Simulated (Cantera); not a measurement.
A perfectly stirred reactor is fed with CH2O : O2 : N2 = 0.01 : 0.028 : 1 (molar parts), equivalence ratio 0.36, at 0.620 bar; it is held at 1375 K, and followed from long to short residence time.

Model: GRI-Mech 3.0 (53 species, 325 reactions), integrated in Cantera.

Problem. What does this change do: pressure from 0.620 bar to 2.10 bar?

Solution. 
```json
[
 {"quantity": "x(CH2O) at τ = 6.20 s", "before": "3.32e-7", "after": "2.39e-7"},
 {"quantity": "x(O2) at τ = 6.20 s", "before": "0.0173", "after": "0.0173"},
 {"quantity": "x(CH2) at τ = 6.20 s", "before": "<1e-12", "after": "<1e-12"},
 {"quantity": "x(H) at τ = 6.20 s", "before": "5.03e-7", "after": "5.23e-8"},
 {"quantity": "x(N2O) at τ = 6.20 s", "before": "4.62e-7", "after": "4.88e-7"},
 {"quantity": "x(CH2O) at τ = 57.0 ms", "before": "5.34e-6", "after": "5.25e-6"},
 {"quantity": "x(O2) at τ = 57.0 ms", "before": "0.0176", "after": "0.0175"},
 {"quantity": "x(CH2) at τ = 57.0 ms", "before": "<1e-12", "after": "<1e-12"},
 {"quantity": "x(H) at τ = 57.0 ms", "before": "4.22e-5", "after": "4.26e-6"},
 {"quantity": "x(N2O) at τ = 57.0 ms", "before": "4.02e-7", "after": "1.52e-6"}
]
```
